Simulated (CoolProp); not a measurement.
Vapour-liquid equilibrium of n-heptane (1) + ethylbenzene (2) at 288.4 K; x and y are mole fractions of (1).

Model: multi-fluid Helmholtz-energy mixture model, Span 2003 and Zhou 2012; pair parameters Bell 2016, in CoolProp.

```
x     bubble pressure, mixture model (kPa)  bubble pressure, Raoult's law (kPa)  y, mixture model  y, Raoult's law
----  ------------------------------------  -----------------------------------  ----------------  ---------------
0.05                                0.9624                               0.8632             0.293            0.213
0.15                                 1.388                                1.159             0.556            0.475
0.25                                 1.744                                1.454             0.682            0.631
0.35                                 2.052                                1.750             0.759            0.734
0.45                                 2.327                                2.046             0.813            0.808
0.55                                 2.581                                2.341             0.855            0.862
0.65                                 2.823                                2.637             0.891            0.905
0.75                                 3.061                                2.932             0.924            0.939
0.85                                 3.300                                3.228             0.954            0.967
0.95                                 3.545                                3.523             0.985            0.990
```

The largest gap from Raoult's law is +19.9 % in bubble pressure, at x = 0.25. No azeotrope shows between x = 0.05 and 0.95.

The pair parameters rest on a limited set of measurements; away from them the model extrapolates.
